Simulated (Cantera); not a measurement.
An adiabatic, constant-volume homogeneous reactor starts with 6.04 % CH₄, 18.6 % O₂, 70.0 % N₂, 5.31 % H₂O, at 1675 K and 1.40 bar.

Detailed kinetics in Cantera: GRI-Mech 3.0 (53 species, 325 reactions).

One state of this run: T (K) = 1689; P (bar) = 1.41; x CH₄ = 0.0563; x O₂ = 0.184; x H₂O = 0.0559; x CH₂CO = 4.81e-6; x HO₂ = 5.65e-5. x: mole fraction; the columns are a selection and need not sum to one.

### Question
Which value of t (s) does it belong to?
A. 0.179
B. 0.00475
C. 0.000126
D. 0.0159

### Answer
C, 0.000126
